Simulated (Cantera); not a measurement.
Input (Python, Cantera):

```python
import numpy as np
import cantera as ct

gas = ct.Solution("gri30.yaml")
gas.TPX = 1900, 2666, {'C2H6': 1, 'N2': 92}
reactor = ct.IdealGasConstPressureReactor(gas, energy="off", clone=False)
net = ct.ReactorNet([reactor])
net.rtol, net.atol = 1e-08, 1e-18
show = ['C2H6', 'CH3', 'C2H2', 'HCN', 'H2']
times = np.geomspace(0.0002, 20, 12)

steps = ct.SolutionArray(gas, extra=["t"])
rows = []
print(f"{'t/s':>10s}{'T/K':>9s}{'P/Pa':>11s}" + "".join(f"{s:>11s}" for s in show))
for t in times:
    while net.time < t:
        t_next = net.step()
        steps.append(gas.state, t=t_next)
    rows.append([np.interp(t, steps.t, y) for y in (steps.T, steps.P, *steps(*show).X.T)])
    print(f"{t:10.3e}{rows[-1][0]:9.1f}{rows[-1][1]:11.4g}" + "".join(f"{x:11.3e}" for x in rows[-1][2:]))
rate = np.gradient(steps.T, steps.t)
print("integrator steps:", len(steps.t))
if steps.T.max() > steps.T[0] + 200:
    print(f"time of steepest temperature rise: {steps.t[rate.argmax()]:.4e} s")
gas.TPX = 1900, 2666, {'C2H6': 1, 'N2': 92}
gas.equilibrate("TP")
print(f"equilibrium (TP): T = {gas.T:.1f} K  " + "  ".join(f"{s} {gas[s].X[0]:.3e}" for s in show))
```

Result:

```
       t/s      T/K       P/Pa       C2H6        CH3       C2H2        HCN         H2
 2.000e-04   1900.0       2666  1.203e-03  1.013e-02  6.510e-04  1.006e-05  3.628e-03
 5.696e-04   1900.0       2666  1.408e-05  3.413e-03  5.557e-03  5.636e-05  1.250e-02
 1.622e-03   1900.0       2666  7.498e-07  8.951e-04  9.031e-03  9.593e-05  1.774e-02
 4.620e-03   1900.0       2666  1.341e-07  3.631e-04  9.907e-03  1.204e-04  1.939e-02
 1.316e-02   1900.0       2666  3.163e-08  1.709e-04  1.016e-02  1.390e-04  2.006e-02
 3.748e-02   1900.0       2666  7.665e-09  8.270e-05  1.029e-02  1.561e-04  2.044e-02
 1.067e-01   1900.0       2666  1.566e-09  3.726e-05  1.036e-02  1.754e-04  2.067e-02
 3.040e-01   1900.0       2666  1.793e-10  1.271e-05  1.040e-02  1.998e-04  2.078e-02
 8.658e-01   1900.0       2666  4.323e-12  2.008e-06  1.041e-02  2.219e-04  2.080e-02
 2.466e+00   1900.0       2666  2.680e-14  1.434e-07  1.041e-02  2.273e-04  2.075e-02
 7.022e+00   1900.0       2666  7.946e-15  4.046e-08  1.040e-02  2.277e-04  2.070e-02
 2.000e+01   1900.0       2666  7.110e-15  2.714e-08  1.040e-02  2.282e-04  2.070e-02
integrator steps: 1359
equilibrium (TP): T = 1900.0 K  C2H6 2.625e-15  CH3 4.639e-08  C2H2 9.066e-04  HCN 1.922e-02  H2 2.070e-02
```

Model: GRI-Mech 3.0 (53 species, 325 reactions), integrated in Cantera. GRI-Mech 3.0 stops at C3 and has no aromatics, soot or wall deposition, so with more carbon than oxygen in the feed, carbon stays in small species such as C2H2 where larger ones or solid carbon would form. Radical loss at walls, strong at low pressure, is not modelled.
